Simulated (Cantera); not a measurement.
Charge: 1 mol Fe2O3, a varied amount of CH4, 0.42 mol CO, equilibrated at 1173.15 K and 0.00180 bar.

Equilibrium computed with Cantera from the NASA thermochemical tables; the gas is ideal and each condensed phase is pure. Candidate condensed phases: C, C6H6, C7H8, C8H18, Fe, Fe(CO)5, FeO, Fe(OH)2, Fe(OH)3, Fe2O3, Fe3O4, H2O; 114 gas species. Mutual solubility and eutectic melting of coexisting phases are not modelled. The tables' stoichiometric FeO is somewhat more stable than real wüstite, so its field is too wide. FeO: taken at fixed stoichiometry. Condensed phases not in the tables: cementite and carbon dissolved in iron. Kinetics and transport are ignored.

log p: log10 of the partial pressure in bar; n: condensed amount in mol.

| n(CH4) (mol) | log p H2 | log p CO | log p H2O | log p CO2 | log p CH4 | log p H | n Fe(α) | n FeO(s) | n C(graphite) |
|---|---|---|---|---|---|---|---|---|---|
| 0.62 | -3.11 | -3.17 | -3.69 | -3.85 | -11.97 | -8.48 | 0.0566 | 1.94 | 0 |
| 1.1 | -3.07 | -3.22 | -3.65 | -3.90 | -11.95 | -8.46 | 0.819 | 1.18 | 0 |
| 1.5 | -3.06 | -3.24 | -3.64 | -3.92 | -11.94 | -8.46 | 1.45 | 0.546 | 0 |
| 2 | -3.03 | -3.23 | -3.73 | -4.03 | -11.76 | -8.44 | 2.00 | 0 | 0 |
| 2.4 | -2.98 | -3.21 | (withheld) | (withheld) | (withheld) | -8.42 | 2.00 | 0 | 0 |
| 2.9 | -2.95 | -3.19 | -4.87 | -5.21 | -10.32 | -8.40 | 2.00 | 0 | 0 |
| 3.3 | -2.93 | -3.21 | -7.59 | (withheld) | -7.56 | -8.39 | 2.00 | 0 | (withheld) |
| 3.8 | -2.91 | -3.25 | -7.61 | -8.06 | -7.52 | -8.38 | 2.00 | 0 | 0.800 |
| 4.2 | -2.89 | -3.28 | -7.63 | -8.12 | -7.50 | -8.37 | 2.00 | 0 | 1.20 |

Problem. Some entries are withheld; supply them.

Solution. 
- 3.3, log p CO2: -7.98
- 3.3, n C(graphite): 0.300
- 2.4, log p H2O: -4.02
- 2.4, log p CO2: -4.34
- 2.4, log p CH4: -11.31
